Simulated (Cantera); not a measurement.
Input (Python, Cantera):

```python
import numpy as np
import cantera as ct

gas = ct.Solution("gri30.yaml")
gas.TPX = 700, 43000, {'C3H8': 1, 'O2': 4.17, 'N2': 15.7, 'H2O': 2.6}
flame = ct.FreeFlame(gas, width=0.072)
flame.set_refine_criteria(ratio=3, slope=0.08, curve=0.16)
flame.transport_model = "mixture-averaged"
flame.solve(loglevel=0, auto=True)
z, T = flame.grid, flame.T
thick = (T[-1] - T[0]) / np.gradient(T, z).max()
show = ['C3H8', 'O2', 'H2O', 'N2O', 'CO2', 'CH3']
print(f"laminar burning velocity  {flame.velocity[0] * 100:.3f} cm/s")
print(f"burnt temperature         {T[-1]:.1f} K")
print(f"thermal thickness         {thick * 1e3:.4f} mm")
print(f"grid points               {len(z)}")
z0 = z[flame.heat_release_rate.argmax()]
print(f"{'z/mm':>9s}{'T/K':>9s}{'u/(m/s)':>9s}" + "".join(f"{s:>11s}" for s in show))
rows = []
for k in (-3, -2, -1.5, -1, -0.5, -0.25, 0, 0.25, 0.5, 1, 2, 4, 8):
    zz = z0 + k * thick
    rows.append([k * thick, np.interp(zz, z, T), np.interp(zz, z, flame.velocity),
                 *(np.interp(zz, z, flame.X[gas.species_index(s)]) for s in show)])
    print(f"{rows[-1][0] * 1e3:9.3f}{rows[-1][1]:9.1f}{rows[-1][2]:9.3f}" + "".join(f"{x:11.3e}" for x in rows[-1][3:]))
```

It prints:

```
laminar burning velocity  191.976 cm/s
burnt temperature         2265.6 K
thermal thickness         0.6314 mm
grid points               142
     z/mm      T/K  u/(m/s)       C3H8         O2        H2O        N2O        CO2        CH3
   -1.894    700.1    1.923  4.255e-02  1.774e-01  1.106e-01  7.458e-14  1.331e-07  8.804e-08
   -1.263    701.0    1.931  4.243e-02  1.767e-01  1.104e-01  1.162e-12  2.043e-06  8.399e-07
   -0.947    705.1    1.950  4.226e-02  1.757e-01  1.106e-01  7.476e-12  1.298e-05  3.694e-06
   -0.631    738.8    2.062  4.154e-02  1.713e-01  1.134e-01  9.023e-11  1.536e-04  3.229e-05
   -0.316   1012.1    2.914  3.090e-02  1.430e-01  1.349e-01  1.477e-09  2.437e-03  8.867e-04
   -0.158   1362.1    4.066  1.043e-02  1.035e-01  1.624e-01  4.845e-09  7.693e-03  3.394e-03
    0.000   1711.0    5.237  3.492e-04  5.867e-02  1.915e-01  1.158e-08  1.767e-02  2.449e-03
    0.158   1887.0    5.804  6.487e-07  3.053e-02  2.075e-01  1.851e-08  3.019e-02  4.861e-04
    0.316   1940.4    5.955  1.845e-10  1.811e-02  2.126e-01  2.275e-08  4.173e-02  5.531e-05
    0.631   1972.5    6.018  2.733e-17  1.109e-02  2.120e-01  2.357e-08  5.604e-02  3.896e-07
    1.263   2005.7    6.088  9.168e-25  8.691e-03  2.106e-01  2.191e-08  6.462e-02  1.517e-10
    2.526   2047.9    6.195  1.545e-32  7.290e-03  2.132e-01  2.136e-08  6.696e-02  2.074e-14
    5.052   2102.3    6.335  1.721e-38  5.677e-03  2.178e-01  2.122e-08  6.817e-02  8.701e-15
```

Detailed kinetics in Cantera: GRI-Mech 3.0 (53 species, 325 reactions). GRI-Mech 3.0 was tuned for natural gas; its chemistry of propane as a main component is partial and can be far from experiment. Burning velocities carry a grid error of a few per cent, more on coarse grids.
